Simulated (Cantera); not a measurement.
Feed: 1 mol MgO, 0.21 mol SO₃, 2 mol H₂O, 0.084 mol H₂S, equilibrated at 725 K and 0.390 bar.

Cantera equilibrium calculation (NASA polynomials, part measured and part estimated; ideal gas, pure solids and liquids). Candidate condensed phases: H₂O, H₂SO₄, Mg, MgO, Mg(OH)₂, MgS, MgSO₄, S; 26 gas species. Gases not in the tables: S₃ to S₇. Equilibrium is a limit: real reactors are often held back by kinetics, nucleation or transport.

Base state: H₂O 0.935, SO₂ 0.0360, H₂S 0.0280, S₂ 0.00110, H₂ 0.000169, S₂O 6.35e-5 (mole fractions); condensed: MgO(s) + MgSO₄(s).

Task: What changes in the equilibrium state with this change: temperature from 725 K to 600 K?

Result: 
| species | before | after |
|---|---|---|
| H₂O | 0.935 | 0.960 |
| H₂S | 0.0280 | 0.0402 |
| SO₂ | 0.0360 | 0.000170 |
| S₂O | 6.35e-5 | 2.12e-7 |
| S₂ | 0.00110 | 1.62e-5 |
| H₂ | 0.000169 | 9.54e-5 |
| MgO(s), mol | 0.850 | 0.790 |
| MgSO₄(s), mol | 0.150 | 0.210 |
